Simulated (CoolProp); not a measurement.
The numbers come from the reference Helmholtz-energy equation of state, Thol 2019 in CoolProp.

Q: For n-pentane, give the phase and the cp (kJ/(kg K)), speed of sound (m/s), viscosity (µPa s), Prandtl number at 199.25 °C and 6.12 MPa; 199.25 °C and 12.2 MPa; 199.25 °C and 24.5 MPa.

A: 
- 199.25 °C and 6.12 MPa: supercritical; cp 3.57, speed of sound 312, viscosity 32.2, Prandtl number 1.51
- 199.25 °C and 12.2 MPa: supercritical; cp 3.13, speed of sound 479, viscosity 46.8, Prandtl number 1.79
- 199.25 °C and 24.5 MPa: supercritical; cp 2.96, speed of sound 665, viscosity 66.9, Prandtl number 2.16

Viscosity comes from a separate model (Quiñones-Cisneros 2006), older than the equation that it now runs on, and unchecked against measurements. Thermal conductivity comes from a separate model (Vassiliou 2015).
